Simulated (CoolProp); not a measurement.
Vapour-liquid equilibrium of CH2F2 (R32) (1) + R236FA (2) at 0.431 MPa; x and y are mole fractions of (1).

Values from CoolProp's multi-fluid Helmholtz-energy mixture model, Tillner-Roth 1997 and Pan 2012; pair parameters Bell 2016.

Question: Give the bubble temperature and the first vapour's composition at x = 0.2, 0.5, 0.95. Is there an azeotrope?

Answer: x = 0.2: 291.7 K, y = 0.562; x = 0.5: 271.8 K, y = 0.862; x = 0.95: 256.1 K, y = 0.992. No azeotrope shows between x = 0.05 and 0.95.

The pair parameters rest on a limited set of measurements; away from them the model extrapolates.
